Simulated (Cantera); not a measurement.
# Diamond growth

A diamond (100) surface in a fixed gas of H2 with x(CH4) = 0.013, x(H) = 0.018, x(CH3) = 0.00033, at 1150 K; coverages are run to steady state.

Detailed kinetics in Cantera: the Harris–Goodwin 1993 mechanism for the reconstructed diamond (100) surface.

| P (Pa) | growth (µm/h) | θ c6HH | θ c6H* | θ c6*H | θ c6** | θ c6HM |
|---|---|---|---|---|---|---|
| 370 | 0.286 | 0.472 | 0.0331 | 0.469 | 0.0240 | 0.00116 |
| 680 | 0.758 | 0.472 | 0.0330 | 0.468 | 0.0240 | 0.00182 |
| 1300 | 2.03 | 0.471 | 0.0330 | 0.467 | 0.0240 | 0.00268 |
| 2300 | 4.53 | 0.471 | 0.0330 | 0.467 | 0.0239 | 0.00347 |
| 4200 | 9.84 | 0.470 | 0.0330 | 0.466 | 0.0239 | 0.00419 |
| 7800 | 20.5 | 0.470 | 0.0332 | 0.465 | 0.0239 | 0.00474 |
| 14000 | 39.3 | 0.470 | 0.0334 | 0.465 | 0.0240 | 0.00509 |
| 26000 | 76.3 | 0.469 | 0.0338 | 0.464 | 0.0241 | 0.00533 |
θ: site fractions in the mechanism's names (c6HH fully hydrogenated, c6H* and c6*H radical sites, c6** diradical, c6HM methylated).
